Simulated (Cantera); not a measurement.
Charge: 1 mol Hg, 0.057 mol O2, 42 mol N2, equilibrated at 12.0 Pa.

Method: chemical equilibrium by Gibbs-energy minimisation in Cantera with the NASA 1993 tables (ideal gas, pure condensed phases). Candidate condensed phases: Hg, HgO; 10 gas species. The numbers say what is thermodynamically allowed, not how fast it happens. All values below are at 1523 K.

Base state: N2 0.975, Hg 0.0232, O2 0.00126, NO 0.000118, O 1.78e-5 (mole fractions); condensed: gas only.

Problem. What changes in the equilibrium state with this change: 1.4 mol H2 added?

Solution. 
| species | before | after |
|---|---|---|
| N2 | 0.975 | 0.946 |
| H2 | 0 | 0.0288 |
| Hg | 0.0232 | 0.0225 |
| H2O | 0 | 0.00257 |
| O2 | 0.00126 | <1e-9 |
| H | 0 | 0.000358 |
| NO | 0.000118 | 6.81e-8 |
| O | 1.78e-5 | 1.05e-8 |
Further candidate phases: H2O.
